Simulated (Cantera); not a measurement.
Cantera with NASA thermochemical tables; ideal gases at 1 bar, condensed phases pure. Values are per mole of reaction as written; species without (g) are pure solids or liquids, kept so even where they would boil at 1 bar.

3 H₂(g) + N₂(g) = 2 NH₃(g)

```json
[
 {"T (K)": "300", "ΔH° (kJ)": "[?]", "ΔS° (J/K)": "[?]", "ΔG° (kJ)": "[?]", "log10 K": "[?]"},
 {"T (K)": "975", "ΔH° (kJ)": "-110.0", "ΔS° (J/K)": "-233.9", "ΔG° (kJ)": "118.0", "log10 K": "-6.32"},
 {"T (K)": "1025", "ΔH° (kJ)": "-110.5", "ΔS° (J/K)": "-234.4", "ΔG° (kJ)": "129.7", "log10 K": "-6.61"},
 {"T (K)": "1075", "ΔH° (kJ)": "[?]", "ΔS° (J/K)": "[?]", "ΔG° (kJ)": "[?]", "log10 K": "[?]"},
 {"T (K)": "1125", "ΔH° (kJ)": "-111.4", "ΔS° (J/K)": "-235.2", "ΔG° (kJ)": "153.2", "log10 K": "-7.11"},
 {"T (K)": "1175", "ΔH° (kJ)": "-111.8", "ΔS° (J/K)": "-235.5", "ΔG° (kJ)": "165.0", "log10 K": "-7.33"},
 {"T (K)": "1225", "ΔH° (kJ)": "[?]", "ΔS° (J/K)": "[?]", "ΔG° (kJ)": "[?]", "log10 K": "[?]"},
 {"T (K)": "1275", "ΔH° (kJ)": "[?]", "ΔS° (J/K)": "[?]", "ΔG° (kJ)": "[?]", "log10 K": "[?]"}
]
```

Problem. Complete the blanks.

Solution. 
- 300, ΔH° (kJ): -92.0
- 300, ΔS° (J/K): -198.4
- 300, ΔG° (kJ): -32.4
- 300, log10 K: 5.65
- 1075, ΔH° (kJ): -111.0
- 1075, ΔS° (J/K): -234.8
- 1075, ΔG° (kJ): 141.5
- 1075, log10 K: -6.87
- 1225, ΔH° (kJ): -112.0
- 1225, ΔS° (J/K): -235.8
- 1225, ΔG° (kJ): 176.8
- 1225, log10 K: -7.54
- 1275, ΔH° (kJ): -112.3
- 1275, ΔS° (J/K): -235.9
- 1275, ΔG° (kJ): 188.5
- 1275, log10 K: -7.72
